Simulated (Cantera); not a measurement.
Input: 1 mol SiO2, 13 mol H2, at 1625 K and 0.290 bar.

Equilibrium computed with Cantera from the NASA thermochemical tables; the gas is ideal and each condensed phase is pure. Candidate condensed phases: H2O, Si, SiO2; 18 gas species. The tables hold silica as quartz up to 1696 K and as liquid above; real silica turns to tridymite and cristobalite and melts near 1996 K. Equilibrium is a limit: real reactors are often held back by kinetics, nucleation or transport.

Base state: H2 0.999, H2O 0.000406, SiO 0.000406, H 0.000131 (mole fractions); condensed: SiO2(β-quartz).

What changes in the equilibrium state with this change: 0.009 mol Cl2 added?


```tsv
species	before	after
H2	0.999	0.998
HCl	0	0.00138
H2O	0.000406	0.000406
SiO	0.000406	0.000406
H	0.000131	0.000131
SiO2(β-quartz), mol	0.995	0.995
```
